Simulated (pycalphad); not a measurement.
Source of the numbers: pycalphad with the COST 507 light-alloy database (1999); pressure 1 atm. The data set is of 1999 and partly superseded. Kinetics are ignored, which matters at the lower temperatures.

## V-0.8773Si (wt.%): equilibrium cooling sequence

```json
[
 {"T (K)": "2172.8", "phases above": "LIQUID", "phases below": "BCC_A2 + LIQUID"},
 {"T (K)": "2168.3", "phases above": "BCC_A2 + LIQUID", "phases below": "BCC_A2"},
 {"T (K)": "1287.4", "phases above": "BCC_A2", "phases below": "BCC_A2 + SIV3"}
]
```

Changes were sought between steps of 50 K, so a narrower field can be missed.

Database names, with the compositions (at.%) that they take in these runs: SIV3: V 75-79 Si 21-25. BCC_A2 is bcc.
